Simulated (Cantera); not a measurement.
Ignition delay

Mixture: 16.4 % CO, 2.30 % H₂, 12.6 % O₂, 64.4 % N₂, 4.26 % H₂O, equivalence ratio 0.74, at 1200 Torr, adiabatic and at constant pressure. Ignition delay is the time to a rise of 400 K.

Cantera simulation using GRI-Mech 3.0 (53 species, 325 reactions); the numbers are that mechanism's predictions, not measurements. Where the delays flatten at high temperature, the 400 K rule measures the pace of heat release, not the induction time.

| T0 (K) | delay (ms) |
|---|---|
| 1225 | 0.0962 |
| 1300 | 0.0710 |
| 1375 | 0.0576 |
| 1450 | 0.0497 |
| 1525 | 0.0452 |
| 1600 | 0.0429 |
| 1675 | 0.0423 |
| 1750 | 0.0431 |
| 1825 | 0.0451 |
| 1900 | 0.0482 |
